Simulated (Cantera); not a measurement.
## Equilibrium for silicon oxide and oxynitride deposition: SiH₄ + CO₂

A closed system holds: 1 mol SiH₄, 0.98 mol CO₂, held at 1773 K and 0.100 bar.

Equilibrium computed with Cantera from the NASA thermochemical tables; the gas is ideal and each condensed phase is pure. Candidate condensed phases: C, C₆H₆, C₇H₈, C₈H₁₈, H₂O, Si, SiC, SiO₂; 123 gas species. Mutual solubility and eutectic melting of coexisting phases are not modelled. The tables hold silica as quartz up to 1696 K and as liquid above; real silica turns to tridymite and cristobalite and melts near 1996 K. Kinetics and transport are ignored.

| Property | Result |
|---|---|
| x(H₂) | 0.607 |
| x(CO) | 0.244 |
| x(SiO) | 0.148 |
| x(H) | 0.000701 |
| x(H₂O) | 5.26e-5 |
| x(CO₂) | 5.69e-6 |
| x(Si) | 4.92e-6 |
| x(SiH₂) | 3.46e-6 |
| x(CH₄) | 2.86e-6 |
| n(SiC(s)) | 0.177 mol |
| n(SiO₂(condensed)) | 0.335 mol |
| gas amount | 3.292 mol |
| log10 activity of Si(l) (absent) | -0.64 |
| log10 activity of C(graphite) (absent) | -1.04 |
